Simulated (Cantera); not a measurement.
# Adiabatic ignition

An adiabatic, constant-volume homogeneous reactor starts with 23.2 % H2, 16.1 % O2, 60.6 % N2, equivalence ratio 0.72, at 1500 K and 240000 Pa.

Model: the H2/O2 subset of GRI-Mech 3.0, which has no nitrogen chemistry, integrated in Cantera. The hydrogen kinetics of GRI-Mech 3.0 are dated; newer H2 mechanisms differ, most at raised pressure.

| t (s) | T (K) | P (bar) | x H2 | x O2 | x O | x H | x HO2 | x H2O |
|---|---|---|---|---|---|---|---|---|
| 3.00e-6 | 1500 | 2.40 | 0.232 | 0.161 | 5.12e-5 | 0.000266 | 2.07e-5 | 0.000340 |
| 7.44e-6 | 2250 | 3.45 | 0.0371 | 0.0550 | 0.0290 | 0.0478 | 4.08e-5 | 0.166 |
| 1.85e-5 | 2924 | 4.28 | 0.0212 | 0.0478 | 0.0121 | 0.0116 | 2.55e-5 | 0.209 |
| 4.58e-5 | 2972 | 4.34 | 0.0193 | 0.0474 | 0.0108 | 0.00972 | 2.77e-5 | 0.213 |
| 0.000114 | 2972 | 4.34 | 0.0193 | 0.0474 | 0.0108 | 0.00972 | 2.77e-5 | 0.213 |
| 0.000282 | 2972 | 4.34 | 0.0193 | 0.0474 | 0.0108 | 0.00972 | 2.77e-5 | 0.213 |
| 0.000698 | 2972 | 4.34 | 0.0193 | 0.0474 | 0.0108 | 0.00972 | 2.77e-5 | 0.213 |
| 0.00173 | 2972 | 4.34 | 0.0193 | 0.0474 | 0.0108 | 0.00972 | 2.77e-5 | 0.213 |
| 0.00430 | 2972 | 4.34 | 0.0193 | 0.0474 | 0.0108 | 0.00972 | 2.77e-5 | 0.213 |
| 0.0107 | 2972 | 4.34 | 0.0193 | 0.0474 | 0.0108 | 0.00972 | 2.77e-5 | 0.213 |
| 0.0264 | 2972 | 4.34 | 0.0193 | 0.0474 | 0.0108 | 0.00972 | 2.77e-5 | 0.213 |
| 0.0655 | 2972 | 4.34 | 0.0193 | 0.0474 | 0.0108 | 0.00972 | 2.77e-5 | 0.213 |
| 0.163 | 2972 | 4.34 | 0.0193 | 0.0474 | 0.0108 | 0.00972 | 2.77e-5 | 0.213 |
| 0.403 | 2972 | 4.34 | 0.0193 | 0.0474 | 0.0108 | 0.00972 | 2.77e-5 | 0.213 |
| 1.00 | 2972 | 4.34 | 0.0193 | 0.0474 | 0.0108 | 0.00972 | 2.77e-5 | 0.213 |
x: mole fraction; the columns are a selection and need not sum to one.

The time of steepest temperature rise is 5.57 µs. The temperature at 1.00 s comes out as 2972 K and the equilibrium temperature is 2972 K. The x(H2) at 1.00 s is 0.0193 (gas-phase equilibrium 0.0193) and the x(O2) at 1.00 s comes out as 0.0474 (gas-phase equilibrium 0.0474). The x(O) at 1.00 s is 0.0108 (gas-phase equilibrium 0.0108).
